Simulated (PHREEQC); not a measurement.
# Buffer: speciation

Dissolve 0.046 mol/kgw KH2PO4, 0.052 mol/kgw Na2HPO4 and 0.024 mol/kgw NaCl at 25 °C. Closed to the air; pH follows from the charge balance.

The numbers come from PHREEQC with the ion-association model, phreeqc.dat.

Each row changes one thing in this solution. Precipitation was switched off in this run.

```
case                                              pH  ionic strength (mol/kgw)  HPO4-2 (mol/kgw)  H2PO4- (mol/kgw)  NaHPO4- (mol/kgw)  KHPO4- (mol/kgw)  SI of Sylvite (KCl)  SI of Halite (NaCl)
----------------------------------------------  ----  ------------------------  ----------------  ----------------  -----------------  ----------------  -------------------  -------------------
as made                                         6.81                     0.217            0.0475            0.0460            0.00335           0.00114                -4.17                -4.37
temperature from 25 to 40 °C                    6.77                     0.217            0.0476            0.0460            0.00326           0.00111                -4.25                -4.39
KH2PO4 replaced by K2HPO4 at the same molality  9.11                     0.300            0.0880          0.000398            0.00549           0.00369                -3.90                -4.40
Na2HPO4 left out                                4.53                    0.0702          0.000184            0.0457            3.60e-6           6.76e-6                -4.06                -5.01
Na2HPO4 from 0.052 to 0.104 mol/kgw             7.04                     0.359            0.0923            0.0460            0.00986           0.00181                -4.22                -4.16
0.063 mol/kgw HBr added                         2.99                     0.175           1.28e-5            0.0883            9.98e-7           3.43e-7                -4.14                -4.34
NaCl replaced by HCl at the same molality       6.39                     0.173            0.0257            0.0700            0.00161          0.000681                -4.14                -4.44
temperature from 25 to 80 °C                    6.66                     0.218            0.0480            0.0460            0.00297           0.00101                -4.43                -4.44
```

Away from 25 °C the constants follow the database's enthalpies or fits; those with neither stay at their 25 °C values.
